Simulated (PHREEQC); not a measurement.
A solution holds 0.1 mol/kgw NaOH, 0.0043 mol/kgw NaAlO2 and 0.046 mol/kgw Na2CO3, at 25 °C. Closed to the air; pH follows from the charge balance.

The numbers come from PHREEQC with the ion-association model, wateq4f.dat.

```tsv
quantity	before	after
pH	12.85	11.18
ionic strength (mol/kgw)	0.196	0.109
Na+ (mol/kgw)	0.173	0.0804
NaCO3- (mol/kgw)	0.0230	0.0158
CO3-2 (mol/kgw)	0.0230	0.0282
HCO3- (mol/kgw)	2.87e-5	0.00193
SI of Natron (Na2CO3:10H2O)	-2.64	-3.08
SI of Nahcolite (NaHCO3)	-5.01	-3.48
```

**Question.** What was changed between the two runs?
(A) temperature from 25 to 20 °C
(B) 0.035 mol/kgw NaHCO3 added
(C) NaOH left out
(D) NaAlO2 left out

**Answer.** C, NaOH left out

Precipitation was switched off in this run. Some of these states are supersaturated (in Gibbsite (slow to form), Boehmite (slow to form), for instance).
